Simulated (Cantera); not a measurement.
Mixture: C3H8 : O2 : N2 = 1 : 3.85 : 14.5 (molar parts), equivalence ratio 1.3, at 7.20 bar, adiabatic and at constant pressure. Ignition delay is the time to a rise of 400 K.

Computed with Cantera and GRI-Mech 3.0 (53 species, 325 reactions). GRI-Mech 3.0 was tuned for natural gas; its chemistry of propane as a main component is partial and can be far from experiment.

### Question
What does this change do: pressure from 7.20 bar to 1.00 bar?

### Answer
```csv
quantity,before,after
delay at 1125 K,9.13 ms,31.9 ms
delay at 1175 K,3.49 ms,10.7 ms
delay at 1225 K,1.37 ms,3.87 ms
delay at 1275 K,0.566 ms,1.54 ms
delay at 1325 K,0.248 ms,0.679 ms
delay at 1375 K,0.117 ms,0.330 ms
delay at 1425 K,59.5 µs,0.176 ms
apparent activation energy between 1325 and 1425 K,220 kJ/mol,210 kJ/mol
```
